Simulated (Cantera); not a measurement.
Input (Python, Cantera) and output of one run.

```python
import numpy as np
import cantera as ct

gas_names = [...]  # 123 gases of nasa_gas.yaml made of C, H, O, Si
cond_names = """
    C(gr) C6H6(L) C7H8(L) C8H18(L),n-octa H2O(s) H2O(L) Si(cr) Si(L) SiC(b) SiO2(Lqz) SiO2(hqz) SiO2(L)
""".split()


# ... load() reads the species with a 1 bar reference pressure and builds the phases ...
atoms = {
    'TEOS': {'Si': 1, 'C': 8, 'H': 20, 'O': 4},
    'CO2': {'C': 1, 'O': 2},
}
top_T = {'C(gr)': 4500, 'SiC(b)': 3050}  # K; cautious upper limits of use, not melting points


# ... equilibrate(T, P, feed) seeds the gas with the atoms and calls Mixture.equilibrate('TP', solver="vcs", rtol=1e-11, max_steps=5000) ...
results = []
feed = {'TEOS': 1, 'CO2': 4.7}  # mol
P = 58000  # Pa
for T in [648, 748, 848, 948, 1048, 1148, 1248, 1348, 1448, 1548, 1648, 1748, 1848]:
    mix = equilibrate(T, P, feed)
    results.append((T, P, feed, dict(zip(mix.species_names, mix.species_moles))))
    x = sorted(zip(gas.X, gas.species_names), reverse=True)
    print(f"T = {T:g} K  P = {P:g} Pa  gas = {mix.phase_moles(0):.4g} mol")
    print("   x: " + "  ".join(f"{s} {v:.3e}" for v, s in x if v > 0.001))
    print("   condensed (mol): " + ("  ".join(f"{mix.phase(i).name} {mix.phase_moles(i):.4g}"
          for i in range(1, mix.n_phases) if mix.phase_moles(i) > 1e-12) or "none"))
```

Output:

```
T = 648 K  P = 58000 Pa  gas = 11.26 mol
   x: H2O 4.932e-01  CO2 2.579e-01  CH4 1.488e-01  H2 9.696e-02  CO 3.182e-03
   condensed (mol): C(gr) 8.083  SiO2(Lqz) 1
T = 748 K  P = 58000 Pa  gas = 12.32 mol
   x: H2O 3.641e-01  CO2 2.668e-01  H2 2.351e-01  CH4 1.063e-01  CO 2.770e-02
   condensed (mol): C(gr) 7.763  SiO2(Lqz) 1
T = 848 K  P = 58000 Pa  gas = 14.35 mol
   x: H2 3.785e-01  CO2 2.259e-01  H2O 2.117e-01  CO 1.307e-01  CH4 5.323e-02
   condensed (mol): C(gr) 6.818  SiO2(hqz) 1
T = 948 K  P = 58000 Pa  gas = 17.56 mol
   x: H2 4.457e-01  CO 3.358e-01  CO2 1.146e-01  H2O 8.408e-02  CH4 1.978e-02
   condensed (mol): C(gr) 4.442  SiO2(hqz) 1
T = 1048 K  P = 58000 Pa  gas = 20.17 mol
   x: CO 4.815e-01  H2 4.576e-01  CO2 2.984e-02  H2O 2.390e-02  CH4 7.092e-03
   condensed (mol): C(gr) 2.241  SiO2(hqz) 1
T = 1148 K  P = 58000 Pa  gas = 21.06 mol
   x: CO 5.217e-01  H2 4.622e-01  H2O 6.723e-03  CO2 6.423e-03  CH4 2.948e-03
   condensed (mol): C(gr) 1.515  SiO2(hqz) 1
T = 1248 K  P = 58000 Pa  gas = 21.29 mol
   x: CO 5.301e-01  H2 4.647e-01  H2O 2.197e-03  CO2 1.609e-03  CH4 1.397e-03
   condensed (mol): C(gr) 1.351  SiO2(hqz) 1
T = 1348 K  P = 58000 Pa  gas = 21.36 mol
   x: CO 5.320e-01  H2 4.659e-01
   condensed (mol): C(gr) 1.313  SiO2(hqz) 1
T = 1448 K  P = 58000 Pa  gas = 21.38 mol
   x: CO 5.325e-01  H2 4.665e-01
   condensed (mol): C(gr) 1.302  SiO2(hqz) 1
T = 1548 K  P = 58000 Pa  gas = 21.39 mol
   x: CO 5.327e-01  H2 4.668e-01
   condensed (mol): C(gr) 1.299  SiO2(hqz) 0.9994
T = 1648 K  P = 58000 Pa  gas = 21.43 mol
   x: CO 5.326e-01  H2 4.662e-01
   condensed (mol): C(gr) 1.283  SiO2(hqz) 0.9847
T = 1748 K  P = 58000 Pa  gas = 22.47 mol
   x: CO 5.480e-01  H2 4.447e-01  SiO 6.906e-03
   condensed (mol): SiC(b) 0.3817  SiO2(L) 0.4631
T = 1848 K  P = 58000 Pa  gas = 23.4 mol
   x: CO 5.362e-01  H2 4.269e-01  SiO 3.628e-02
   condensed (mol): SiC(b) 0.151
```

Equilibrium computed with Cantera from the NASA thermochemical tables; the gas is ideal and each condensed phase is pure. The feed counts by its element totals alone. Mutual solubility and eutectic melting of coexisting phases are not modelled. The tables hold silica as quartz up to 1696 K and as liquid above; real silica turns to tridymite and cristobalite and melts near 1996 K.
